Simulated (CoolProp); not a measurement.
R1224YDZ along the isotherm 350.5 K: Z from the reference equation and from simpler models built on Tc = 428.7 K, pc = 3.334 MPa, ω = 0.325; each cubic takes its own stable root.

The numbers come from the reference Helmholtz-energy equation of state, Akasaka 2023 in CoolProp.

```csv
p (MPa),phase,reference,van der Waals,Redlich-Kwong,Peng-Robinson
0.0527,gas,0.9888,0.9924,0.9904,0.9888
0.0774,gas,0.9835,0.9888,0.9859,0.9835
0.114,gas,0.9755,0.9834,0.9791,0.9755
0.167,gas,0.9637,0.9755,0.9692,0.9638
0.245,gas,0.9458,0.9637,0.9542,0.9463
0.359,gas,0.9184,0.9459,0.9317,0.9197
0.527,gas,0.8745,0.9184,0.8966,0.8783
0.774,liquid,0.03289,0.8748,0.8403,0.03315
1.14,liquid,0.04832,0.8002,0.05885,0.04862
1.67,liquid,0.07054,0.1205,0.08536,0.07082
2.45,liquid,0.1030,0.1729,0.1236,0.1031
3.59,liquid,0.1499,0.2470,0.1780,0.1495
5.27,liquid,0.2181,0.3523,0.2558,0.2164
7.74,liquid,0.3166,0.5014,0.3661,0.3123
11.4,liquid,0.4594,0.7137,0.5231,0.4501
16.7,liquid,0.6607,1.010,0.7409,0.6430
```

At some of these states van der Waals, Redlich-Kwong gives the other phase, because its saturation line lies elsewhere.
